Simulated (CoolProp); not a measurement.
Vapour pressure (kPa) of R1233zd(E): the reference equation beside estimates from Tc = 438.9 K, pc = 3583 kPa, ω = 0.304.

The numbers come from the reference Helmholtz-energy equation of state, Akasaka 2022 in CoolProp.

```json
[
 {"T (K)": "348.3", "reference": "584.0", "Lee-Kesler": "588.0", "van der Waals": "1324", "Redlich-Kwong": "832.3", "Soave-Redlich-Kwong": "590.4", "Peng-Robinson": "583.0"},
 {"T (K)": "352.3", "reference": "645.0", "Lee-Kesler": "649.4", "van der Waals": "1396", "Redlich-Kwong": "902.9", "Soave-Redlich-Kwong": "652.6", "Peng-Robinson": "644.2"},
 {"T (K)": "356.3", "reference": "710.7", "Lee-Kesler": "715.5", "van der Waals": "1470", "Redlich-Kwong": "977.6", "Soave-Redlich-Kwong": "719.7", "Peng-Robinson": "710.2"},
 {"T (K)": "360.4", "reference": "783.1", "Lee-Kesler": "788.2", "van der Waals": "1549", "Redlich-Kwong": "1058", "Soave-Redlich-Kwong": "793.6", "Peng-Robinson": "783.0"},
 {"T (K)": "364.4", "reference": "859.0", "Lee-Kesler": "864.3", "van der Waals": "1628", "Redlich-Kwong": "1141", "Soave-Redlich-Kwong": "871.1", "Peng-Robinson": "859.3"},
 {"T (K)": "368.5", "reference": "942.4", "Lee-Kesler": "947.7", "van der Waals": "1712", "Redlich-Kwong": "1231", "Soave-Redlich-Kwong": "956.2", "Peng-Robinson": "943.3"},
 {"T (K)": "372.5", "reference": "1029", "Lee-Kesler": "1035", "van der Waals": "1796", "Redlich-Kwong": "1323", "Soave-Redlich-Kwong": "1045", "Peng-Robinson": "1031"},
 {"T (K)": "376.6", "reference": "1125", "Lee-Kesler": "1130", "van der Waals": "1885", "Redlich-Kwong": "1422", "Soave-Redlich-Kwong": "1142", "Peng-Robinson": "1127"}
]
```

Absolute difference from the reference over all 8 rows, mean and median: Lee-Kesler 0.6 and 0.6 %, van der Waals 95.1 and 93.7 %, Redlich-Kwong 34.2 and 34.0 %, Soave-Redlich-Kwong 1.4 and 1.4 %, Peng-Robinson 0.1 and 0.1 %.
